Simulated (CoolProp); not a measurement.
The fluid at 255.18 K and 9.3 MPa flows at 0.18 m/s in a round tube of 6 mm bore and 0.25 µm roughness, fully developed (64/Re and Nu = 3.66 if laminar; Colebrook and Gnielinski if turbulent). The same conditions are run with several fluids, on thermodynamics alone (safety and materials aside).

Values from CoolProp's reference Helmholtz-energy equation of state of each fluid (propylene: Lemmon 2013; ethylbenzene: Zhou 2012; n-hexane: Thol 2019; methanol: de Reuck 1993).

### Question
Rank propylene, ethylbenzene, n-hexane, methanol by Reynolds number, highest first.

### Answer
propylene (4020), n-hexane (1450), ethylbenzene (831), methanol (764)

```json
[
 {"fluid": "propylene", "Darcy friction factor": "0.0399", "pressure drop (Pa/m)": "63.0", "heat-transfer coefficient (W/(m² K))": "498", "mass flow (kg/h)": "10.7"},
 {"fluid": "ethylbenzene", "Darcy friction factor": "0.0770", "pressure drop (Pa/m)": "188", "heat-transfer coefficient (W/(m² K))": "85.9", "mass flow (kg/h)": "16.6"},
 {"fluid": "n-hexane", "Darcy friction factor": "0.0441", "pressure drop (Pa/m)": "83.4", "heat-transfer coefficient (W/(m² K))": "84.2", "mass flow (kg/h)": "12.8"},
 {"fluid": "methanol", "Darcy friction factor": "0.0838", "pressure drop (Pa/m)": "189", "heat-transfer coefficient (W/(m² K))": "130", "mass flow (kg/h)": "15.3"}
]
```

Transport values come from each fluid's own correlations; those of propylene, ethylbenzene are estimates that may be off by 10 % or more.
